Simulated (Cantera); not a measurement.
What does this Cantera script print?

```python
import numpy as np
import cantera as ct

gas_names = """
    AL ALH ALN AL2 H H2 N NH NH2 NH3 N2 N2H2 N2H4
""".split()
cond_names = """
    AL(cr) AL(L) ALN(s)
""".split()


# ... load() reads the species with a 1 bar reference pressure and builds the phases ...
atoms = {
    'Al': {'AL': 1},
    'N2': {'N': 2},
    'H2': {'H': 2},
}
top_T = {'ALN(s)': 2750}  # K; cautious upper limits of use, not melting points


# ... equilibrate(T, P, feed) seeds the gas with the atoms and calls Mixture.equilibrate('TP', solver="vcs", rtol=1e-11, max_steps=5000) ...
results = []
feed = {'Al': 1, 'N2': 78, 'H2': 1}  # mol
T = 2248  # K
for P in [10, 63, 400, 2500, 16000, 100000]:
    mix = equilibrate(T, P, feed)
    results.append((T, P, feed, dict(zip(mix.species_names, mix.species_moles))))
    x = sorted(zip(gas.X, gas.species_names), reverse=True)
    print(f"T = {T:g} K  P = {P:g} Pa  gas = {mix.phase_moles(0):.4g} mol")
    print("   x: " + "  ".join(f"{s} {v:.3e}" for v, s in x if v > 0.001))
    print("   condensed (mol): " + ("  ".join(f"{mix.phase(i).name} {mix.phase_moles(i):.4g}"
          for i in range(1, mix.n_phases) if mix.phase_moles(i) > 1e-12) or "none"))
```

It prints:

```
T = 2248 K  P = 10 Pa  gas = 80.92 mol
   x: N2 9.639e-01  H 2.279e-02  AL 1.236e-02
   condensed (mol): none
T = 2248 K  P = 63 Pa  gas = 80.71 mol
   x: N2 9.664e-01  H 1.757e-02  AL 1.239e-02  H2 3.603e-03
   condensed (mol): none
T = 2248 K  P = 400 Pa  gas = 80.4 mol
   x: N2 9.701e-01  AL 1.243e-02  H 1.001e-02  H2 7.427e-03
   condensed (mol): none
T = 2248 K  P = 2500 Pa  gas = 80.19 mol
   x: N2 9.727e-01  AL 1.244e-02  H2 1.012e-02  H 4.674e-03
   condensed (mol): none
T = 2248 K  P = 16000 Pa  gas = 80.07 mol
   x: N2 9.741e-01  AL 1.239e-02  H2 1.146e-02  H 1.966e-03
   condensed (mol): none
T = 2248 K  P = 100000 Pa  gas = 78.69 mol
   x: N2 9.855e-01  H2 1.229e-02  AL 1.344e-03
   condensed (mol): ALN(s) 0.8922
```

These are equilibrium values from Cantera (NASA tables, ideal gas, pure condensed phases), not measurements of a reactor.
